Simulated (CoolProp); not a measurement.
Vapour-liquid equilibrium of n-hexane (1) + cyclohexane (2) at 23.75 °C; x and y are mole fractions of (1).

Model: multi-fluid Helmholtz-energy mixture model, Thol 2019 and Zhou 2014; pair parameters Bell 2016, in CoolProp.

| x | bubble pressure (MPa) | y at the bubble point | dew pressure at overall composition x (MPa) | liquid density (mol/L) |
|---|---|---|---|---|
| 0.05 | 0.01277 | 0.084 | 0.01258 | 9.116 |
| 0.15 | 0.01363 | 0.229 | 0.01315 | 8.934 |
| 0.25 | 0.01442 | 0.353 | 0.01376 | 8.758 |
| 0.35 | 0.01515 | 0.461 | 0.01440 | 8.588 |
| 0.45 | 0.01583 | 0.559 | 0.01507 | 8.424 |
| 0.55 | 0.01647 | 0.649 | 0.01577 | 8.265 |
| 0.65 | 0.01709 | 0.733 | 0.01648 | 8.112 |
| 0.75 | 0.01768 | 0.813 | 0.01721 | 7.963 |
| 0.85 | 0.01826 | 0.890 | 0.01796 | 7.819 |
| 0.95 | 0.01882 | 0.964 | 0.01871 | 7.679 |

No azeotrope shows between x = 0.05 and 0.95.

Pair parameters are fitted to limited data, so mixtures are less certain than the pure fluids.
